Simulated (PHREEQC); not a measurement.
A column of 0.1 m (40 cells, dispersivity 0.0035 m, 300 s a shift, diffusion coefficient 3e-10 m²/s) holds 0.064 eq of the database's cation exchanger X per kg of pore water, first in equilibrium with 0.86 mmol/kgw (NH4)2SO4, 0.7 mmol/kgw LiCl and 0.01 mmol/kgw HCl. It is flushed with 0.037 mol/kgw KCl, 0.013 mol/kgw KBr and 1e-05 mol/kgw HCl, at 40 °C. Values are for the last cell. The system is closed to CO2. Nothing may precipitate in this run.

The series has 34 steps of pore volumes, from 0 to 4.963.

The numbers come from PHREEQC with the ion-association model, phreeqc.dat.

### Question
After how many pore volumes does K at the outlet first reach half of its feed value?

### Answer
By 2.3 pore volumes.

### Question
After how many pore volumes does Br at the outlet first reach half of its feed value?

### Answer
By 1.1 pore volumes.

Complexes and solids missing from the database can't appear. Constants without temperature data keep their 25 °C values here.
